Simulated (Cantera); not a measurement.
A Cantera script and its output.

```python
import numpy as np
import cantera as ct

gas = ct.Solution("gri30.yaml")
gas.TPX = 1073, 1200, {'H2': 0.22, 'O2': 1}
reactor = ct.IdealGasConstPressureReactor(gas, energy="off", clone=False)
net = ct.ReactorNet([reactor])
net.rtol, net.atol = 1e-08, 1e-18
show = ['H2', 'O2', 'O', 'H2O', 'H', 'OH', 'H2O2']
times = np.geomspace(8e-06, 10, 12)

steps = ct.SolutionArray(gas, extra=["t"])
rows = []
print(f"{'t/s':>10s}{'T/K':>9s}{'P/Pa':>11s}" + "".join(f"{s:>11s}" for s in show))
for t in times:
    while net.time < t:
        t_next = net.step()
        steps.append(gas.state, t=t_next)
    rows.append([np.interp(t, steps.t, y) for y in (steps.T, steps.P, *steps(*show).X.T)])
    print(f"{t:10.3e}{rows[-1][0]:9.1f}{rows[-1][1]:11.4g}" + "".join(f"{x:11.3e}" for x in rows[-1][2:]))
rate = np.gradient(steps.T, steps.t)
print("integrator steps:", len(steps.t))
if steps.T.max() > steps.T[0] + 200:
    print(f"time of steepest temperature rise: {steps.t[rate.argmax()]:.4e} s")
gas.TPX = 1073, 1200, {'H2': 0.22, 'O2': 1}
gas.equilibrate("TP")
print(f"equilibrium (TP): T = {gas.T:.1f} K  " + "  ".join(f"{s} {gas[s].X[0]:.3e}" for s in show))
```

Output:

```
       t/s      T/K       P/Pa         H2         O2          O        H2O          H         OH       H2O2
 8.000e-06   1073.0       1200  1.803e-01  8.197e-01  2.335e-12  2.382e-13  6.421e-11  2.193e-12  1.021e-15
 2.867e-05   1073.0       1200  1.803e-01  8.197e-01  2.735e-11  9.132e-12  2.192e-10  2.231e-11  1.310e-14
 1.027e-04   1073.0       1200  1.803e-01  8.197e-01  2.947e-10  2.770e-10  8.314e-10  1.782e-10  1.682e-13
 3.680e-04   1073.0       1200  1.803e-01  8.197e-01  4.953e-09  1.038e-08  8.423e-09  2.424e-09  2.175e-12
 1.319e-03   1073.0       1200  1.803e-01  8.197e-01  5.181e-06  1.361e-05  8.362e-06  2.481e-06  6.607e-11
 4.725e-03   1073.0       1200  7.661e-03  7.356e-01  4.967e-02  1.454e-01  5.584e-02  5.828e-03  2.319e-07
 1.693e-02   1073.0       1200  2.605e-03  7.826e-01  1.611e-02  1.855e-01  9.849e-03  3.393e-03  3.486e-07
 6.067e-02   1073.0       1200  2.028e-04  8.003e-01  1.219e-03  1.972e-01  1.915e-04  8.940e-04  3.061e-07
 2.174e-01   1073.0       1200  1.298e-05  8.016e-01  8.216e-05  1.980e-01  3.346e-06  2.324e-04  1.153e-07
 7.789e-01   1073.0       1200  1.449e-06  8.018e-01  9.956e-06  1.982e-01  1.412e-07  8.111e-05  3.604e-08
 2.791e+00   1073.0       1200  2.482e-07  8.018e-01  1.803e-06  1.982e-01  1.086e-08  3.449e-05  1.125e-08
 1.000e+01   1073.0       1200  5.359e-08  8.018e-01  4.010e-07  1.982e-01  1.138e-09  1.625e-05  3.440e-09
integrator steps: 1822
equilibrium (TP): T = 1073.0 K  H2 1.353e-09  O2 8.018e-01  O 1.024e-08  H2O 1.982e-01  H 4.736e-12  OH 2.593e-06  H2O2 1.310e-10
```

Detailed kinetics in Cantera: GRI-Mech 3.0 (53 species, 325 reactions). Radical loss at walls, strong at low pressure, is not modelled. The temperature is held fixed by assumption; the heat of reaction is taken as removed at once.
